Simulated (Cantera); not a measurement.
**Carbon deposition, reforming and gasification: CH4 + CO2 + H2**

A closed system holds: 1 mol CH4, 0.031 mol CO2, 0.74 mol H2, at 820000 Pa.

Equilibrium computed with Cantera from the NASA thermochemical tables; the gas is ideal and each condensed phase is pure. Candidate condensed phases: C, C6H6, C7H8, C8H18, H2O; 110 gas species. Equilibrium is a limit: real reactors are often held back by kinetics, nucleation or transport.

| T (K) | log p H2 | log p C2H2 (acetylene) | log p H | log p CO | log p CH4 | n C(graphite) |
|---|---|---|---|---|---|---|
| 1573 | 0.90 | -3.79 | -3.94 | -0.74 | -0.94 | 0.931 |
| 1673 | 0.90 | -3.34 | -3.49 | -0.74 | -1.12 | 0.943 |
| 1773 | 0.90 | -2.95 | -3.10 | -0.74 | -1.27 | 0.950 |
| 1873 | 0.90 | -2.60 | -2.74 | -0.74 | -1.41 | 0.954 |
| 1973 | 0.90 | -2.29 | -2.42 | -0.74 | -1.54 | 0.955 |
| 2073 | 0.90 | -2.01 | -2.13 | -0.74 | -1.65 | 0.954 |
| 2173 | 0.90 | -1.75 | -1.87 | -0.74 | -1.75 | 0.950 |
| 2273 | 0.90 | -1.52 | -1.63 | -0.74 | -1.85 | 0.943 |
| 2373 | 0.90 | -1.31 | -1.41 | -0.74 | -1.93 | 0.931 |
| 2473 | 0.90 | -1.12 | -1.20 | -0.74 | -2.01 | 0.912 |
| 2573 | 0.89 | -0.94 | -1.02 | -0.74 | -2.09 | 0.886 |
| 2673 | 0.89 | -0.78 | -0.85 | -0.74 | -2.16 | 0.849 |
| 2773 | 0.88 | -0.64 | -0.69 | -0.75 | -2.24 | 0.801 |
| 2873 | 0.87 | -0.50 | -0.54 | -0.75 | -2.31 | 0.738 |
log p: log10 of the partial pressure in bar; n: condensed amount in mol.

From 1573 K to 2873 K the condensed part is C(graphite). The main C-bearing gas is CO at 1573 K and C2H2 (acetylene) at 2873 K. The share of C in condensed phases is highest at 1973 K (92.7 %) and lowest at 2873 K (71.6 %).
